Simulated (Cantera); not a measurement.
**Premixed flame**

A freely propagating, adiabatic, planar premixed flame of H2 : O2 : N2 : H2O = 1 : 0.185 : 0.696 : 0.033 (molar parts), unburnt at 625 K and 64000 Pa; mixture-averaged transport, grid criteria slope 0.08 and curve 0.16, no radiation.

Cantera simulation using the H2/O2 subset of GRI-Mech 3.0, which has no nitrogen chemistry; the numbers are that mechanism's predictions, not measurements. Burning velocities carry a grid error of a few per cent, more on coarse grids.

```
z (mm)  T (K)  u (m/s)   x H2      x O2       x H     x HO2      x OH       x O
------  -----  -------  -----  --------  --------  --------  --------  --------
-2.56     625     8.35  0.522    0.0967     <1e-8     <1e-8     <1e-8     <1e-8
-1.71     625     8.35  0.522    0.0967     <1e-8     <1e-8     <1e-8     <1e-8
-1.28     625     8.35  0.522    0.0967     <1e-8   1.33e-8     <1e-8     <1e-8
-0.854    625     8.35  0.522    0.0967   4.42e-7   1.93e-6     <1e-8     <1e-8
-0.427    647     8.61  0.519    0.0964  0.000475  0.000154   5.19e-5   1.34e-5
-0.214    816     10.7  0.494    0.0912   0.00853   9.90e-5  0.000327  0.000221
0        1158     14.8  0.405    0.0594    0.0481   4.21e-5   0.00123   0.00197
0.214    1400     17.7  0.323    0.0136    0.0838   9.18e-6   0.00193   0.00166
0.427    1499     18.9  0.308   0.00194    0.0862   1.24e-6   0.00188  0.000647
0.854    1594     20.0  0.313  0.000192    0.0755   1.22e-7   0.00205  0.000418
1.71     1697     21.1  0.323  0.000101    0.0609   6.63e-8   0.00215  0.000325
3.42     1798     22.2  0.333   6.55e-5    0.0459   4.46e-8   0.00204  0.000218
6.83     1888     23.1  0.342   3.59e-5    0.0323   2.67e-8   0.00172  0.000122
```
x: mole fraction of selected species; z is measured from the peak of heat release.

The laminar burning velocity is 835 cm/s, the thermal thickness comes out as 0.854 mm and the peak x(H) is 0.0873. The peak x(HO2) is 0.000156, the peak x(OH) comes out as 0.00215 and the peak x(O) is 0.00238.
